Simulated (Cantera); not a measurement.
A perfectly stirred reactor is fed with 4.00 % CH₄, 0.800 % C₂H₆, 20.0 % O₂, 75.2 % N₂, equivalence ratio 0.54, at 0.385 atm; it is adiabatic with a 675 K inlet, and is followed from long to short residence time, starting on the burning branch (τ in s: 0.46, 0.12, 0.03, 0.0078, 0.002, 0.00052, 0.00013, 3.4e-05, 8.9e-06).

Detailed kinetics in Cantera: GRI-Mech 3.0 (53 species, 325 reactions).

Q: Predict: blow-out, bracketed by the residence times tried; x(CH₄) at τ = 0.460 s; x(C₂H₆) at τ = 0.460 s; x(O₂) at τ = 0.460 s; x(NO₂) at τ = 0.460 s; x(CH₄) at τ = 2.00 ms; x(C₂H₆) at τ = 2.00 ms; x(O₂) at τ = 2.00 ms; x(NO₂) at τ = 2.00 ms; x(C₂H) at τ = 2.00 ms.

A: 
| Property | Value |
|---|---|
| blow-out, bracketed by the residence times tried | burning at 0.520 ms, out at 0.130 ms |
| x(CH₄) at τ = 0.460 s | 2.61e-6 |
| x(C₂H₆) at τ = 0.460 s | 1.07e-7 |
| x(O₂) at τ = 0.460 s | 0.0912 |
| x(NO₂) at τ = 0.460 s | 5.84e-8 |
| x(CH₄) at τ = 2.00 ms | 0.000104 |
| x(C₂H₆) at τ = 2.00 ms | 5.24e-6 |
| x(O₂) at τ = 2.00 ms | 0.0928 |
| x(NO₂) at τ = 2.00 ms | 2.35e-9 |
| x(C₂H) at τ = 2.00 ms | 1.21e-9 |
